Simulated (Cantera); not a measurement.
A Cantera script and what it prints.

```python
import numpy as np
import cantera as ct

gas_names = [...]  # 95 gases of nasa_gas.yaml made of C, F, H
cond_names = """
    C(gr) C6H6(L) C7H8(L) C8H18(L),n-octa
""".split()


# ... load() reads the species with a 1 bar reference pressure and builds the phases ...
atoms = {
    'c-C4F8': {'C': 4, 'F': 8},
    'CH4': {'C': 1, 'H': 4},
    'F2': {'F': 2},
    'HF': {'H': 1, 'F': 1},
}
top_T = {'C(gr)': 4500}  # K; cautious upper limits of use, not melting points


# ... equilibrate(T, P, feed) seeds the gas with the atoms and calls Mixture.equilibrate('TP', solver="vcs", rtol=1e-11, max_steps=5000) ...
results = []
feed = {'c-C4F8': 1, 'CH4': 0.13, 'F2': 2.2, 'HF': 0.0048}  # mol
P = 3.4  # Pa
for T in [2673, 2723, 2773, 2823, 2873, 2923, 2973, 3023, 3073]:
    mix = equilibrate(T, P, feed)
    results.append((T, P, feed, dict(zip(mix.species_names, mix.species_moles))))
    x = sorted(zip(gas.X, gas.species_names), reverse=True)
    print(f"T = {T:g} K  P = {P:g} Pa  gas = {mix.phase_moles(0):.4g} mol")
    print("   x: " + "  ".join(f"{s} {v:.3e}" for v, s in x if v > 0.001))
    print("   condensed (mol): " + ("  ".join(f"{mix.phase(i).name} {mix.phase_moles(i):.4g}"
          for i in range(1, mix.n_phases) if mix.phase_moles(i) > 1e-12) or "none"))
```

Result:

```
T = 2673 K  P = 3.4 Pa  gas = 14.09 mol
   x: F 8.186e-01  C3 6.939e-02  C 3.289e-02  CF 3.192e-02  HF 2.863e-02  C2 9.084e-03  H 8.606e-03
   condensed (mol): none
T = 2723 K  P = 3.4 Pa  gas = 14.3 mol
   x: F 8.138e-01  C3 6.379e-02  C 4.620e-02  CF 2.817e-02  HF 2.455e-02  H 1.212e-02  C2 1.082e-02
   condensed (mol): none
T = 2773 K  P = 3.4 Pa  gas = 14.57 mol
   x: F 8.067e-01  C 6.330e-02  C3 5.660e-02  CF 2.458e-02  HF 2.002e-02  H 1.600e-02  C2 1.249e-02
   condensed (mol): none
T = 2823 K  P = 3.4 Pa  gas = 14.87 mol
   x: F 7.972e-01  C 8.435e-02  C3 4.797e-02  CF 2.112e-02  H 1.978e-02  HF 1.549e-02  C2 1.387e-02
   condensed (mol): none
T = 2873 K  P = 3.4 Pa  gas = 15.22 mol
   x: F 7.857e-01  C 1.089e-01  C3 3.831e-02  H 2.303e-02  CF 1.780e-02  C2 1.470e-02  HF 1.144e-02
   condensed (mol): none
T = 2923 K  P = 3.4 Pa  gas = 15.59 mol
   x: F 7.730e-01  C 1.356e-01  C3 2.837e-02  H 2.551e-02  C2 1.471e-02  CF 1.464e-02  HF 8.145e-03
   condensed (mol): none
T = 2973 K  P = 3.4 Pa  gas = 15.95 mol
   x: F 7.604e-01  C 1.621e-01  H 2.723e-02  C3 1.919e-02  C2 1.376e-02  CF 1.171e-02  HF 5.665e-03
   condensed (mol): none
T = 3023 K  P = 3.4 Pa  gas = 16.27 mol
   x: F 7.494e-01  C 1.855e-01  H 2.835e-02  C2 1.198e-02  C3 1.175e-02  CF 9.103e-03  HF 3.903e-03
   condensed (mol): none
T = 3073 K  P = 3.4 Pa  gas = 16.52 mol
   x: F 7.412e-01  C 2.039e-01  H 2.907e-02  C2 9.739e-03  CF 6.901e-03  C3 6.561e-03  HF 2.692e-03
   condensed (mol): none
```

These are equilibrium values from Cantera (NASA tables, ideal gas, pure condensed phases), not measurements of a reactor. The feed counts by its element totals alone.
